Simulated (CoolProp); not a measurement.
Propylene at 467.79 K and 2.38 MPa flows at 0.089 m/s in a round tube of 100 mm bore and 45 µm roughness, fully developed (64/Re and Nu = 3.66 if laminar; Colebrook and Gnielinski if turbulent). Each further row changes one setting.

Model: reference Helmholtz-energy equation of state, Lemmon 2013, in CoolProp.

| case | Reynolds number | Darcy friction factor | pressure drop (Pa/m) | heat-transfer coefficient (W/(m² K)) | mass flow (kg/h) |
|---|---|---|---|---|---|
| as stated | 17600 | ? | 0.0306 | ? | 70.5 |
| velocity 0.178 m/s | 35100 | 0.0239 | 0.106 | 37.0 | ? |
| diameter 200 mm | 35100 | 0.0233 | ? | ? | 282 |

Complete the blanks.


- as stated, Darcy friction factor: 0.0276
- as stated, heat-transfer coefficient (W/(m² K)): 21.0
- velocity 0.178 m/s, mass flow (kg/h): 141
- diameter 200 mm, pressure drop (Pa/m): 0.0129
- diameter 200 mm, heat-transfer coefficient (W/(m² K)): 18.0

Viscosity comes from a separate model (Huber 2003), an estimate that may be off by 10 % or more. Thermal conductivity comes from a separate model (Huber 2003), an estimate that may be off by 10 % or more.
